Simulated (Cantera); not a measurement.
Charge: 1 mol SiF₄, 5.3 mol NH₃, 8.3 mol N₂, at 652 °C and 0.100 bar.

Cantera equilibrium calculation (NASA polynomials, part measured and part estimated; ideal gas, pure solids and liquids). Candidate condensed phases: Si, Si₃N₄; 37 gas species. Kinetics and transport are ignored.

Base state: N₂ 0.550, H₂ 0.399, SiF₄ 0.0502, HF 0.000228, SiHF₃ 5.01e-5, NH₃ 1.86e-5 (mole fractions); condensed: Si₃N₄(s).

Q: What changes in the equilibrium state with this change: temperature from 652 °C to 1102 °C?

A: 
```tsv
species	before	after
N₂	0.550	0.550
H₂	0.399	0.397
SiF₄	0.0502	0.0476
HF	0.000228	0.00387
SiF₂	<1e-9	2.49e-5
SiF₃	4.98e-7	0.00128
SiHF₃	5.01e-5	0.000898
Si₃N₄(s), mol	0.000294	0.00270
```
The tables' values for SiF₃, SiF₂ are old estimates; treat these amounts as uncertain.

Q: What changes in the equilibrium state with this change: temperature from 652 °C to 1200 °C?

A: 
```tsv
species	before	after
N₂	0.550	0.549
H₂	0.399	0.395
SiF₄	0.0502	0.0450
HF	0.000228	0.00561
SiF₂	<1e-9	0.000170
H	<1e-9	2.52e-5
SiF₃	4.98e-7	0.00358
SiH₂F₂	2.76e-8	1.66e-5
SiHF₃	5.01e-5	0.00128
Si₃N₄(s), mol	0.000294	0.000632
```
The tables' values for SiF₃, SiF₂ are old estimates; treat these amounts as uncertain.
